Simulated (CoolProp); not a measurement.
The numbers come from the reference Helmholtz-energy equation of state, Akasaka 2023 in CoolProp.

Question: Give the vapour pressure (kPa), liquid density (kg/m³), liquid cp (kJ/(kg K)) of saturated R1336mzz(E) at 285.1 K.

Answer: 
```tsv
T (K)	p (kPa)	liquid density (kg/m³)	liquid cp (kJ/(kg K))
285.1	119	1360	1.23
```
